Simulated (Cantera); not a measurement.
Input: 1 mol SiO2, 3.1 mol HBr, at 0.0683 Torr.

These are equilibrium values from Cantera (NASA tables, ideal gas, pure condensed phases), not measurements of a reactor. Candidate condensed phases: Br2, H2O, Si, SiO2; 28 gas species. The tables hold silica as quartz up to 1696 K and as liquid above; real silica turns to tridymite and cristobalite and melts near 1996 K. Rates play no part. All values below are at 1373 K.

Base state: HBr 0.760, Br 0.160, H2 0.0797, H2O 0.000166, SiO 0.000162, Br2 0.000113, H 9.86e-5 (mole fractions); condensed: SiO2(β-quartz).

Problem. What changes in the equilibrium state with this change: pressure from 0.0683 Torr to 100 Torr?

Solution. 
```json
[
 {"species": "HBr", "before": "0.760", "after": "0.973"},
 {"species": "Br", "before": "0.160", "after": "0.0156"},
 {"species": "H2", "before": "0.0797", "after": "0.00936"},
 {"species": "SiBr4", "before": "5.40e-8", "after": "0.000113"},
 {"species": "SiO", "before": "0.000162", "after": "9.45e-9"},
 {"species": "H", "before": "9.86e-5", "after": "8.83e-7"},
 {"species": "Br2", "before": "0.000113", "after": "0.00158"},
 {"species": "H2O", "before": "0.000166", "after": "0.000228"},
 {"species": "SiO2(β-quartz), mol", "before": "0.999", "after": "1.000"}
]
```
